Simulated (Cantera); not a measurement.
A perfectly stirred reactor is fed with 1.80 % C3H8, 7.51 % O2, 90.1 % N2, 0.577 % H2O, equivalence ratio 1.2, at 16.0 bar; it is adiabatic with a 425 K inlet, and is followed from long to short residence time, starting on the burning branch (τ in s: 0.077, 0.026, 0.0091, 0.0031, 0.0011, 0.00037, 0.00013, 4.3e-05, 1.5e-05, 5.1e-06).

Cantera simulation using GRI-Mech 3.0 (53 species, 325 reactions); the numbers are that mechanism's predictions, not measurements. GRI-Mech 3.0 was tuned for natural gas; its chemistry of propane as a main component is partial and can be far from experiment. The pressure lies above the range GRI-Mech 3.0 was tuned for (to about 10 atm).

### Question
Predict: blow-out, bracketed by the residence times tried; x(C3H8) at τ = 77.0 ms; x(O2) at τ = 77.0 ms; x(C2H2) at τ = 77.0 ms; x(HO2) at τ = 77.0 ms; x(HCN) at τ = 77.0 ms; x(C3H8) at τ = 0.370 ms; x(O2) at τ = 0.370 ms.

### Answer
```json
{
  "blow_out_bracketed_by_the_residence_times_tried": "burning at 26.0 ms, out at 9.10 ms",
  "x(C3H8) at τ = 77.0 ms": "0.000121",
  "x(O2) at τ = 77.0 ms": "0.00265",
  "x(C2H2) at τ = 77.0 ms": "0.000133",
  "x(HO2) at τ = 77.0 ms": "6.81e-6",
  "x(HCN) at τ = 77.0 ms": "2.33e-9",
  "x(C3H8) at τ = 0.370 ms": "0.0180",
  "x(O2) at τ = 0.370 ms": "0.0751"
}
```
